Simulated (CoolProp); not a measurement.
A single-stage vapour-compression cycle with the fluid: evaporating at 314.15 K (dew point), condensing at 340.15 K (bubble point), superheat 2 K, subcooling 2 K, compressor efficiency 0.7, no pressure losses. The same conditions are run with several fluids, on thermodynamics alone (safety and materials aside).

Computed with CoolProp (reference Helmholtz-energy equation of state of each fluid (vinyl chloride: Thol 2022; the fluoroketone C6F12O (FK-5-1-12): McLinden 2015; dimethyl ether: Wu 2011; ethanol: Schroeder 2014; carbonyl sulfide: Lemmon 2006; R141b: Lemmon 2006)).

### Question
Rank vinyl chloride, the fluoroketone C6F12O (FK-5-1-12), dimethyl ether, ethanol, carbonyl sulfide, R141b by cooling COP, highest first.

### Answer
ethanol (7.99), R141b (7.83), vinyl chloride (7.64), dimethyl ether (7.35), the fluoroketone C6F12O (FK-5-1-12) (6.99), carbonyl sulfide (6.91)

| fluid | pressure ratio | discharge temperature (K) | refrigerating effect (kJ/kg) | volumetric capacity (kJ/m³) |
|---|---|---|---|---|
| vinyl chloride | 1.89 | 360.7 | 270 | 4440 |
| the fluoroketone C6F12O (FK-5-1-12) | 2.39 | 340.2 | 65.1 | 626 |
| dimethyl ether | 1.85 | 352.7 | 316 | 5970 |
| ethanol | 3.37 | 383.3 | 841 | 280 |
| carbonyl sulfide | 1.71 | 365.2 | 191 | 10300 |
| R141b | 2.18 | 349.6 | 191 | 1230 |

The compression ends wet for: the fluoroketone C6F12O (FK-5-1-12).
